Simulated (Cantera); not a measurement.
# Oxide etching and cleaning by halides: MgO + F2 + H2

Input: 1 mol MgO, 0.98 mol F2, 11 mol H2, held at 1.33 mbar.

Method: chemical equilibrium by Gibbs-energy minimisation in Cantera with the NASA 1993 tables (ideal gas, pure condensed phases). Candidate condensed phases: H2O, Mg, MgF2, MgO, Mg(OH)2; 31 gas species. Mutual solubility and eutectic melting of coexisting phases are not modelled. Kinetics and transport are ignored.

From 902 °C to 1002 °C the condensed part is MgF2(s) + MgO(s). From 1102 °C to 1502 °C the condensed part is MgO(s). The main Mg-bearing gas is MgF2 at 902 °C and Mg at 1502 °C. The share of Mg in condensed phases is highest at 902 °C (100.0 %) and lowest at 1502 °C (75.7 %).

| T (°C) | x H2 | x HF | x H2O | x Mg | n MgF2(s) | n MgO(s) |
|---|---|---|---|---|---|---|
| 902 | 0.859 | 0.114 | 0.0269 | 4.87e-10 | 0.313 | 0.686 |
| 1002 | 0.843 | 0.149 | 0.00820 | 7.95e-8 | 0.0950 | 0.902 |
| 1102 | 0.836 | 0.159 | 0.00246 | 7.44e-6 | 0 | 0.971 |
| 1202 | 0.836 | 0.156 | 0.00396 | 8.23e-5 | 0 | 0.953 |
| 1302 | 0.834 | 0.152 | 0.00623 | 0.000639 | 0 | 0.925 |
| 1402 | 0.827 | 0.149 | 0.0105 | 0.00339 | 0 | 0.874 |
| 1502 | 0.806 | 0.147 | 0.0199 | 0.0121 | 0 | 0.757 |
x: gas mole fraction; n: condensed amount in mol.
